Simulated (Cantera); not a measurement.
Standard-state values (1 bar) from the NASA 1993 polynomials, evaluated with Cantera. Values are per mole of reaction as written; species without (g) are pure solids or liquids, kept so even where they would boil at 1 bar.

Na + OH(g) ⇌ NaOH

```
T (K)  ΔH° (kJ)  ΔS° (J/K)  ΔG° (kJ)  log10 K
-----  --------  ---------  --------  -------
798      -445.5     -140.2    -333.6    21.83
873      -443.5     -137.9    -323.2    19.34
948      -441.6     -135.8    -312.9    17.24
1023          ?          ?         ?        ?
1098     -438.0     -132.3    -292.8    13.93
1173     -436.3     -130.8    -282.9    12.60
1248     -434.7     -129.4    -273.2    11.43
1323     -433.2     -128.3    -263.5    10.40
1398          ?          ?         ?        ?
1473     -430.5     -126.3    -244.4     8.67
```

Some entries are withheld; supply them.


- 1023, ΔH° (kJ): -439.8
- 1023, ΔS° (J/K): -133.9
- 1023, ΔG° (kJ): -302.8
- 1023, log10 K: 15.46
- 1398, ΔH° (kJ): -431.8
- 1398, ΔS° (J/K): -127.2
- 1398, ΔG° (kJ): -253.9
- 1398, log10 K: 9.49
